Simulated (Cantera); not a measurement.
Feed: 1 mol Si, 0.23 mol O2, 8.5 mol H2, held at 2025 K and 0.100 bar.

Method: chemical equilibrium by Gibbs-energy minimisation in Cantera with the NASA 1993 tables (ideal gas, pure condensed phases). Candidate condensed phases: H2O, Si, SiO2; 18 gas species. Gases not in the tables: Si2H6 and higher silanes. Rates play no part.

Base state: H2 0.942, SiO 0.0512, H 0.00591, Si 0.000582, SiH2 0.000115, SiH 0.000114 (mole fractions); condensed: Si(l).

**Question.** What changes in the equilibrium state with this change: temperature from 2025 K to 1100 K?

**Answer.** 
| species | before | after |
|---|---|---|
| H2 | 0.942 | 1.00 |
| SiO | 0.0512 | 2.30e-7 |
| H | 0.00591 | 8.18e-8 |
| Si | 0.000582 | <1e-9 |
| SiH | 0.000114 | <1e-9 |
| SiH2 | 0.000115 | 1.32e-9 |
| Si(l), mol | 0.533 | 0 |
| Si(s), mol | 0 | 0.770 |
| SiO2(β-quartz), mol | 0 | 0.230 |
Mutual solubility and eutectic melting of coexisting phases are not modelled.

**Question.** What changes in the equilibrium state with this change: pressure from 0.100 bar to 9.30 mbar?

**Answer.** 
| species | before | after |
|---|---|---|
| H2 | 0.942 | 0.923 |
| SiO | 0.0512 | 0.0505 |
| H | 0.00591 | 0.0192 |
| Si | 0.000582 | 0.00626 |
| Si3 | 1.36e-6 | 1.46e-5 |
| Si2 | 6.40e-6 | 6.89e-5 |
| SiH | 0.000114 | 0.000371 |
| SiH2 | 0.000115 | 0.000113 |
| Si(l), mol | 0.533 | 0.477 |
